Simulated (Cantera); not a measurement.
An isothermal, constant-pressure homogeneous reactor starts with 21.7 % C2H6, 78.3 % N2, at 1748 K and 0.00405 atm.

Model: GRI-Mech 3.0 (53 species, 325 reactions), integrated in Cantera. GRI-Mech 3.0 stops at C3 and has no aromatics, soot or wall deposition, so with more carbon than oxygen in the feed, carbon stays in small species such as C2H2 where larger ones or solid carbon would form. Radical loss at walls, strong at low pressure, is not modelled.

x: mole fraction; the columns are a selection and need not sum to one.

```csv
t (s),x C2H6,x H2,x C2H,x CH4,x C2H4,x H
2.00e-5,0.214,4.75e-6,<1e-12,4.26e-5,3.69e-6,[?]
6.32e-5,0.207,0.000159,<1e-12,0.000410,0.000121,[?]
0.000200,0.180,0.00509,1.31e-9,0.00352,0.00426,[?]
0.000632,0.0838,0.0473,8.04e-7,0.0236,0.0467,[?]
0.00200,0.00284,0.143,9.96e-6,0.0634,0.0634,[?]
0.00632,9.22e-5,0.207,5.58e-6,0.0598,0.0229,[?]
0.0200,2.26e-5,0.233,3.04e-6,0.0524,0.00577,[?]
0.0632,8.94e-6,0.247,2.16e-6,0.0442,0.00116,0.000572
0.200,4.20e-6,0.262,2.00e-6,0.0327,0.000461,0.000541
0.632,1.43e-6,0.281,2.37e-6,0.0172,0.000146,[?]
2.00,1.85e-7,0.296,3.54e-6,0.00476,2.29e-5,[?]
6.32,5.87e-9,0.301,6.12e-6,0.000609,6.95e-6,[?]
20.0,1.85e-10,0.302,6.88e-6,0.000100,6.31e-6,0.00197
63.2,2.00e-11,0.302,6.90e-6,2.97e-5,6.30e-6,0.00197
200,1.10e-11,0.302,6.90e-6,1.96e-5,6.30e-6,0.00197
```

Q: Fill in the missing entries.

A: 
- 2.00e-5, x H: 5.59e-6
- 6.32e-5, x H: 7.19e-5
- 0.000200, x H: 0.000673
- 0.000632, x H: 0.00217
- 0.00200, x H: 0.00377
- 0.00632, x H: 0.00155
- 0.0200, x H: 0.000800
- 0.632, x H: 0.000661
- 2.00, x H: 0.00101
- 6.32, x H: 0.00175
